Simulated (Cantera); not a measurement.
Feed: 1 mol Al2O3, a varied amount of C, 2 mol N2, held at 2350 K and 0.000950 bar.

Cantera equilibrium calculation (NASA polynomials, part measured and part estimated; ideal gas, pure solids and liquids). Candidate condensed phases: Al, AlN, Al2O3, C; 32 gas species. Kinetics and transport are ignored.

x: gas mole fraction; n: condensed amount in mol.

| n(C) (mol) | x N2 | x CO | x Al | x Al2O | n Al2O3(l) |
|---|---|---|---|---|---|
| 0.0075 | 0.991 | 0.00368 | 0.00273 | ? | 0.996 |
| 0.011 | 0.989 | 0.00539 | 0.00352 | ? | 0.995 |
| 0.014 | 0.987 | 0.00686 | 0.00423 | ? | 0.994 |
| 0.018 | 0.984 | 0.00880 | 0.00517 | ? | 0.992 |
| 0.021 | 0.981 | 0.0102 | 0.00588 | ? | 0.991 |
| 0.025 | 0.978 | 0.0122 | 0.00681 | ? | 0.990 |
| 0.028 | 0.976 | 0.0136 | 0.00751 | ? | 0.989 |
| 0.032 | 0.973 | 0.0155 | 0.00844 | ? | 0.987 |
| 0.035 | 0.971 | 0.0169 | 0.00913 | ? | 0.986 |
| 0.039 | 0.968 | 0.0188 | 0.0100 | ? | 0.985 |
| 0.042 | 0.965 | 0.0202 | 0.0107 | ? | 0.983 |
| 0.046 | 0.962 | 0.0221 | 0.0116 | 0.00239 | 0.982 |
| 0.049 | 0.960 | 0.0234 | 0.0123 | 0.00257 | 0.981 |

Question: Fill in the missing entries.

Answer: 
- 0.0075, x Al2O: 0.000346
- 0.011, x Al2O: 0.000487
- 0.014, x Al2O: 0.000621
- 0.018, x Al2O: 0.000812
- 0.021, x Al2O: 0.000963
- 0.025, x Al2O: 0.00117
- 0.028, x Al2O: 0.00134
- 0.032, x Al2O: 0.00156
- 0.035, x Al2O: 0.00173
- 0.039, x Al2O: 0.00197
- 0.042, x Al2O: 0.00215
